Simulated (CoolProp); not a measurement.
Properties of cyclohexane at several states.

Computed with CoolProp (reference Helmholtz-energy equation of state, Zhou 2014).

```json
[
 {"T (K)": "540.7", "p (kPa)": "812", "phase": "gas", "density (kg/m³)": "16.47", "cp (kJ/(kg K))": "2.503", "isothermal compressibility (1/MPa)": "1.341", "viscosity (µPa s)": "12.2", "fugacity coefficient": "0.9280"},
 {"T (K)": "475.8", "p (kPa)": "920", "phase": "gas", "density (kg/m³)": "22.81", "cp (kJ/(kg K))": "2.296", "isothermal compressibility (1/MPa)": "1.298", "viscosity (µPa s)": "11.0", "fugacity coefficient": "0.8765"},
 {"T (K)": "483.6", "p (kPa)": "128", "phase": "gas", "density (kg/m³)": "2.724", "cp (kJ/(kg K))": "2.201", "isothermal compressibility (1/MPa)": "7.946", "viscosity (µPa s)": "10.8", "fugacity coefficient": "0.9837"},
 {"T (K)": "559.9", "p (kPa)": "21.5", "phase": "gas", "density (kg/m³)": "0.3894", "cp (kJ/(kg K))": "2.520", "isothermal compressibility (1/MPa)": "46.59", "viscosity (µPa s)": "12.4", "fugacity coefficient": "0.9983"},
 {"T (K)": "514.8", "p (kPa)": "58.7", "phase": "gas", "density (kg/m³)": "1.161", "cp (kJ/(kg K))": "2.333", "isothermal compressibility (1/MPa)": "17.14", "viscosity (µPa s)": "11.5", "fugacity coefficient": "0.9939"},
 {"T (K)": "614", "p (kPa)": "15000", "phase": "supercritical", "density (kg/m³)": "453.6", "cp (kJ/(kg K))": "3.390", "isothermal compressibility (1/MPa)": "0.02099", "viscosity (µPa s)": "72.1", "fugacity coefficient": "0.4067"}
]
```

Viscosity comes from a separate model (Tariq 2014).
